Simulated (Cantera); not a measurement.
A perfectly stirred reactor is fed with H2 : O2 : N2 = 0.16 : 1 : 0.51 (molar parts), equivalence ratio 0.080, at 0.0133 bar; it is held at 1250 K, and followed from long to short residence time.

Model: the H2/O2 subset of GRI-Mech 3.0, which has no nitrogen chemistry, integrated in Cantera. Radical loss at walls, strong at low pressure, is not modelled. The temperature is held fixed by assumption; the heat of reaction is taken as removed at once.

x: mole fraction; the columns are a selection and need not sum to one.

```
τ (s)        x H2   x O2   x H2O2       x H    x HO2     x OH
-------  --------  -----  -------  --------  -------  -------
5.8      0.000140  0.577  6.89e-8  0.000110  1.11e-6  0.00111
0.97     0.000435  0.575  1.07e-7  0.000637  2.05e-6  0.00199
0.16      0.00128  0.568  1.40e-7   0.00337  3.03e-6  0.00345
0.027           ?  0.554  1.49e-7         ?  3.53e-6        ?
0.0045    0.00720  0.544  1.64e-7    0.0235  3.59e-6  0.00694
0.00075    0.0224  0.553  2.26e-7    0.0254  3.42e-6  0.00858
0.00012         ?  0.591        ?         ?        ?        ?
```

Task: Complete the blanks.

Result: 
- 0.027, x H2: 0.00317
- 0.027, x H: 0.0124
- 0.027, x OH: 0.00529
- 0.00012, x H2: 0.0839
- 0.00012, x H2O2: 4.29e-8
- 0.00012, x H: 0.00437
- 0.00012, x HO2: 2.08e-6
- 0.00012, x OH: 0.00249
